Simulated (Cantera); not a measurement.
Input: 1 mol B, 1.4 mol H₂, 1.2 mol NH₃, equilibrated at 1023 K and 10.0 Torr.

Method: chemical equilibrium by Gibbs-energy minimisation in Cantera with the NASA 1993 tables (ideal gas, pure condensed phases). Candidate condensed phases: B, BN; 15 gas species. Rates play no part.

Task: What is the equilibrium state?

Result: 
```
Item                                Result
-------------------------------  ---------
x(H₂)                                0.970
x(N₂)                               0.0303
x(NH₃)                             1.11e-6
n(BN(s))                          1.00 mol
gas amount                       3.300 mol
log10 activity of B(s) (absent)      -6.50
```
